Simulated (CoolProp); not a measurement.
Model: reference Helmholtz-energy equation of state, Lemmon 2006, in CoolProp. It is a short technical equation, of lower accuracy than the large ones.

Q: Give the vapour pressure (MPa), liquid density (kg/m³), vapour density (kg/m³), liquid cp (kJ/(kg K)) of saturated acetone at 89.85, 147.45 °C.

A: 
| T (°C) | p (MPa) | liquid density (kg/m³) | vapour density (kg/m³) | liquid cp (kJ/(kg K)) |
|---|---|---|---|---|
| 89.85 | 0.284 | 707 | 6.06 | 2.35 |
| 147.45 | 1.09 | 624 | 23.2 | 2.65 |
